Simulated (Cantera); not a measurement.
A closed system holds: 1 mol C2H2, 1.3 mol O2, held at 525 °C and 1 atm.

Equilibrium computed with Cantera from the NASA thermochemical tables; the gas is ideal and each condensed phase is pure. Candidate condensed phases: C, C6H6, C7H8, C8H18, H2O; 110 gas species. Equilibrium is a limit: real reactors are often held back by kinetics, nucleation or transport.

Base state: CO2 0.475, H2O 0.264, H2 0.159, CO 0.0669, CH4 0.0353 (mole fractions); condensed: C(graphite).

### Question
What changes in the equilibrium state with this change: C2H2 replaced by n-butane?

### Answer
```
species           before   after
----------------  ------  ------
H2                 0.159   0.370
H2O                0.264   0.296
CH4               0.0353   0.193
CO2                0.475   0.109
CO                0.0669  0.0321
C(graphite), mol   0.828    2.41
```
